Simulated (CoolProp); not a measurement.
Vapour pressure (MPa) of methanol: the reference equation beside estimates from Tc = 240.2 °C, pc = 8.216 MPa, ω = 0.565. Clausius-Clapeyron is anchored at 56.55 °C with a constant enthalpy of vaporisation of 35.76 kJ/mol.

Values from CoolProp's reference Helmholtz-energy equation of state, de Reuck 1993.

```
T (°C)  reference  Lee-Kesler  Clausius-Clapeyron  Redlich-Kwong  Peng-Robinson
------  ---------  ----------  ------------------  -------------  -------------
46.35     0.04743     0.04320             0.04849         0.2445        0.04548
56.55     0.07353     0.06904             0.07353         0.3320        0.07187
66.75      0.1107      0.1065              0.1088         0.4408         0.1098
76.95      0.1623      0.1592              0.1573         0.5740         0.1629
87.15      0.2323      0.2313              0.2227         0.7343         0.2350
97.35      0.3252      0.3273              0.3093         0.9246         0.3310
107.55     0.4463      0.4526              0.4221          1.148         0.4561
117.75     0.6014      0.6128              0.5669          1.406         0.6160
127.95     0.7970      0.8139              0.7499          1.703         0.8173
138.15      1.040       1.063              0.9784          2.042          1.067
148.35      1.339       1.366               1.260          2.423          1.372
158.55      1.702       1.732               1.604          2.851          1.741
168.75      2.139       2.169               2.018          3.327          2.183
178.95      2.657       2.686               2.514          3.854          2.708
```

Absolute difference from the reference over all 14 rows, mean and median: Lee-Kesler 2.6 and 1.9 %, Clausius-Clapeyron 4.4 and 5.4 %, Redlich-Kwong 176.4 and 145.5 %, Peng-Robinson 2.1 and 2.2 %.
